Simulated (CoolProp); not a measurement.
R1234ze(Z) along the isotherm 152.35 °C: Z from the reference equation and from simpler models built on Tc = 150.1 °C, pc = 3.531 MPa, ω = 0.327; each cubic takes its own stable root.

Model: reference Helmholtz-energy equation of state, Akasaka 2019, in CoolProp.

```tsv
p (MPa)	phase	reference	van der Waals	Soave-Redlich-Kwong	Peng-Robinson
0.0279	gas	0.9971	0.9977	0.9974	0.9970
0.0451	gas	0.9953	0.9962	0.9957	0.9952
0.0729	gas	0.9923	0.9939	0.9931	0.9923
0.118	gas	0.9876	0.9901	0.9887	0.9875
0.19	gas	0.9799	0.9840	0.9818	0.9797
0.307	gas	0.9673	0.9740	0.9704	0.9671
0.496	gas	0.9465	0.9573	0.9515	0.9462
0.802	gas	0.9117	0.9293	0.9200	0.9115
1.3	gas	0.8514	0.8802	0.8653	0.8519
2.09	gas	0.7432	0.7899	0.7666	0.7460
3.38	gas	0.4796	0.5487	0.5197	0.4912
5.46	supercritical	0.2278	0.3577	0.2989	0.2699
8.83	supercritical	0.3300	0.5111	0.4141	0.3724
```
